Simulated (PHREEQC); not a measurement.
0.15 g of hydrous ferric oxide (600 m²/g; 0.2 weak and 0.005 strong sites per Fe, Dzombak-Morel constants, diffuse double layer) in 1 kg of water with 0.01 mol/kgw of an inert sodium salt and 4.6e-07 mol/kgw ZnSO4, at 25 °C; the pH is set by adding NaOH or the inert anion's acid. Oxygen is held at 0.21 atm. The system is closed to CO2. No solid was allowed to form.

Computed with PHREEQC (ion-association model, wateq4f.dat).

```csv
pH,S sorbed (%),Zn sorbed (%),surface charge σ (C/m²),surface potential ψ (mV)
4,99.9,0.0,0.216,185
5.33,98.2,3.6,0.088,139
6,85.6,36.6,0.049,110
6.67,32.2,90.5,0.025,78
8,0.2,100.0,0.001,6
9.33,0.0,100.0,-0.020,-66
10,0.0,100.0,-0.040,-100
10.67,0.0,100.0,-0.075,-130
12,0.0,99.7,-0.228,-168
```

Complexes and solids missing from the database can't appear.
